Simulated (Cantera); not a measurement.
A diamond (100) surface in a fixed gas of H2 with x(CH4) = 0.0033, x(H) = 0.015, x(CH3) = 4.6e-05, at 1250 K; coverages are run to steady state.

Detailed kinetics in Cantera: the Harris–Goodwin 1993 mechanism for the reconstructed diamond (100) surface.

One state of this run: growth (µm/h) = 21.3; θ c6HH = 0.407; θ c6H* = 0.0452; θ c6*H = 0.509; θ c6** = 0.0383; θ c6HM = 0.000548. θ: site fractions in the mechanism's names (c6HH fully hydrogenated, c6H* and c6*H radical sites, c6** diradical, c6HM methylated).

Which value of P (Pa) does it belong to?
A) 45000
B) 6600
C) 1900
D) 980

A, 45000
